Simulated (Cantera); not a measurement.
Input: 1 mol C₂H₂, 0.016 mol NH₃, held at 33.0 Pa.

Method: chemical equilibrium by Gibbs-energy minimisation in Cantera with the NASA 1993 tables (ideal gas, pure condensed phases). Candidate condensed phases: C, C₆H₆, C₇H₈, C₈H₁₈; 92 gas species. Kinetics and transport are ignored.

log p: log10 of the partial pressure in bar; n: condensed amount in mol.

```json
[
 {"T (K)": "675", "log p H₂": "-3.49", "log p H": "<-15", "log p C₃": "<-15", "log p N₂": "-5.59", "log p C": "<-15", "log p CH₄": "-5.81", "log p C₂H₂ (acetylene)": "<-15", "n C(graphite)": "2.00"},
 {"T (K)": "875", "log p H₂": "-3.48", "log p H": "-12.04", "log p C₃": "<-15", "log p N₂": "-5.59", "log p C": "<-15", "log p CH₄": "-7.33", "log p C₂H₂ (acetylene)": "-14.11", "n C(graphite)": "2.00"},
 {"T (K)": "1075", "log p H₂": "-3.48", "log p H": "-9.58", "log p C₃": "<-15", "log p N₂": "-5.59", "log p C": "<-15", "log p CH₄": "-8.32", "log p C₂H₂ (acetylene)": "-11.61", "n C(graphite)": "2.00"},
 {"T (K)": "1275", "log p H₂": "-3.48", "log p H": "(withheld)", "log p C₃": "<-15", "log p N₂": "-5.59", "log p C": "<-15", "log p CH₄": "(withheld)", "log p C₂H₂ (acetylene)": "(withheld)", "n C(graphite)": "2.00"},
 {"T (K)": "1475", "log p H₂": "-3.49", "log p H": "-6.63", "log p C₃": "<-15", "log p N₂": "-5.59", "log p C": "<-15", "log p CH₄": "-9.51", "log p C₂H₂ (acetylene)": "-8.66", "n C(graphite)": "2.00"},
 {"T (K)": "1675", "log p H₂": "-3.49", "log p H": "-5.68", "log p C₃": "-14.73", "log p N₂": "-5.60", "log p C": "-14.15", "log p CH₄": "-9.89", "log p C₂H₂ (acetylene)": "-7.72", "n C(graphite)": "2.00"},
 {"T (K)": "1875", "log p H₂": "-3.50", "log p H": "(withheld)", "log p C₃": "(withheld)", "log p N₂": "-5.62", "log p C": "(withheld)", "log p CH₄": "(withheld)", "log p C₂H₂ (acetylene)": "(withheld)", "n C(graphite)": "2.00"},
 {"T (K)": "2075", "log p H₂": "-3.55", "log p H": "-4.35", "log p C₃": "-9.78", "log p N₂": "-5.67", "log p C": "-9.84", "log p CH₄": "-10.55", "log p C₂H₂ (acetylene)": "-6.46", "n C(graphite)": "2.00"},
 {"T (K)": "2275", "log p H₂": "-3.69", "log p H": "-3.92", "log p C₃": "-7.98", "log p N₂": "-5.77", "log p C": "-8.26", "log p CH₄": "-11.02", "log p C₂H₂ (acetylene)": "-6.11", "n C(graphite)": "1.99"},
 {"T (K)": "2475", "log p H₂": "-4.00", "log p H": "-3.65", "log p C₃": "-6.47", "log p N₂": "-5.91", "log p C": "-6.93", "log p CH₄": "-11.80", "log p C₂H₂ (acetylene)": "-6.01", "n C(graphite)": "1.98"},
 {"T (K)": "2675", "log p H₂": "-4.51", "log p H": "-3.54", "log p C₃": "-5.20", "log p N₂": "-6.06", "log p C": "-5.80", "log p CH₄": "-12.96", "log p C₂H₂ (acetylene)": "-6.18", "n C(graphite)": "1.85"}
]
```

**Question.** What belongs in the gaps?

**Answer.** 
- 1875, log p H: -4.93
- 1875, log p C₃: -11.99
- 1875, log p C: -11.76
- 1875, log p CH₄: -10.22
- 1875, log p C₂H₂ (acetylene): -7.00
- 1275, log p H: -7.87
- 1275, log p CH₄: -9.00
- 1275, log p C₂H₂ (acetylene): -9.90
